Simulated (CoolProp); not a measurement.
Vapour-liquid equilibrium of R134a (1) + R152A (2) at 0.0257 MPa; x and y are mole fractions of (1).

Values from CoolProp's multi-fluid Helmholtz-energy mixture model, Tillner-Roth 1994 and Outcalt 1996; pair parameters Lemmon 2004.

Task: Give the bubble temperature and the first vapour's composition at x = 0.05, 0.2, 0.5. Is there an azeotrope?

Result: x = 0.05: -51.0 °C, y = 0.043; x = 0.2: -50.7 °C, y = 0.188; x = 0.5: -50.7 °C, y = 0.518. y crosses x between x = 0.35 and 0.5: the model has an azeotrope there.

Pair parameters are fitted to limited data, so mixtures are less certain than the pure fluids.
